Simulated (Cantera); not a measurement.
A jet of 2.12 % CH4, 9.71 % O2, 88.2 % N2 at 300 K and 20.3 Torr hits a platinum plate 2 cm away at a mass flux of 0.089 kg/m²/s; the plate temperature is set and raised in steps from an oxygen-covered start.

Model: Deutschmann's 1995 Pt surface mechanism with GRI-Mech 3.0 gas chemistry, integrated in Cantera. Catalytic surfaces can have several steady states; this one follows from the mechanism file's or the stated starting coverage.

x: mole fraction at the wall; θ: surface coverage.

```tsv
plate T (K)	wall x CH4	wall x O2	wall x H2O	wall x OH	wall x CO	wall x CO2	θ free Pt	θ O*
850	0.0196	0.0937	0.00301	<1e-8	6.08e-6	0.00195	0.202	0.798
900	0.0183	0.0909	0.00550	2.28e-8	8.23e-6	0.00357	0.275	0.724
950	…	0.0874	…	…	…	…	…	…
1000	…	0.0839	…	…	…	…	…	…
1050	0.0134	0.0805	0.0145	5.74e-7	1.59e-5	0.00948	0.502	0.497
1100	0.0120	0.0775	0.0171	1.30e-6	1.92e-5	0.0112	0.573	0.427
```

Task: Some entries are withheld; supply them.

Result: 
- 950, wall x CH4: 0.0167
- 950, wall x H2O: 0.00849
- 950, wall x OH: 7.80e-8
- 950, wall x CO: 1.05e-5
- 950, wall x CO2: 0.00552
- 950, θ free Pt: 0.351
- 950, θ O*: 0.648
- 1000, wall x CH4: 0.0150
- 1000, wall x H2O: 0.0116
- 1000, wall x OH: 2.27e-7
- 1000, wall x CO: 1.31e-5
- 1000, wall x CO2: 0.00756
- 1000, θ free Pt: 0.428
- 1000, θ O*: 0.572
